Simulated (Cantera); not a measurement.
## Low-pressure radical oxidation in H2/O2

An isothermal, constant-pressure homogeneous reactor starts with 1.37 % H₂, 98.2 % O₂, 0.471 % N₂, equivalence ratio 0.0070, at 1023 K and 5.63 Torr.

Detailed kinetics in Cantera: GRI-Mech 3.0 (53 species, 325 reactions). Radical loss at walls, strong at low pressure, is not modelled.

| t (s) | x H₂ | x O₂ | x HO₂ | x OH | x H₂O₂ | x O | x H |
|---|---|---|---|---|---|---|---|
| 8.00e-5 | 0.0137 | 0.982 | 1.09e-11 | 1.86e-12 | <1e-12 | 1.92e-12 | 9.05e-12 |
| 0.000228 | 0.0137 | 0.982 | 3.11e-11 | 1.17e-11 | <1e-12 | 1.27e-11 | 1.99e-11 |
| 0.000649 | 0.0137 | 0.982 | 8.88e-11 | 5.75e-11 | <1e-12 | 7.26e-11 | 4.07e-11 |
| 0.00185 | 0.0137 | 0.982 | 2.55e-10 | 2.93e-10 | <1e-12 | 4.68e-10 | 1.30e-10 |
| 0.00526 | 0.0137 | 0.982 | 7.89e-10 | 4.97e-9 | <1e-12 | 9.05e-9 | 1.92e-9 |
| 0.0150 | 0.0137 | 0.982 | 1.19e-7 | 8.09e-6 | 2.22e-11 | 1.49e-5 | 3.12e-6 |
| 0.0427 | 0.000179 | 0.972 | 1.66e-6 | 0.000689 | 2.34e-8 | 0.00887 | 0.00131 |
| 0.122 | 5.57e-5 | 0.975 | 1.21e-6 | 0.000429 | 1.43e-8 | 0.00594 | 0.000541 |
| 0.346 | 2.17e-5 | 0.979 | 8.21e-7 | 0.000267 | 1.41e-8 | 0.00233 | 0.000131 |
| 0.986 | 4.75e-6 | 0.981 | 3.92e-7 | 0.000126 | 1.23e-8 | 0.000521 | 1.39e-5 |
| 2.81 | 7.39e-7 | 0.981 | 1.31e-7 | 5.07e-5 | 8.21e-9 | 8.42e-5 | 9.01e-7 |
| 8.00 | 1.11e-7 | 0.981 | 3.41e-8 | 2.01e-5 | 3.85e-9 | 1.31e-5 | 5.56e-8 |
x: mole fraction; the columns are a selection and need not sum to one.

Equilibrium at this temperature and pressure: H₂ 2.77e-11, O₂ 0.981, HO₂ 4.64e-10, OH 3.33e-7, H₂O₂ 4.46e-12, O 3.59e-9, H <1e-12 (gas phase only).
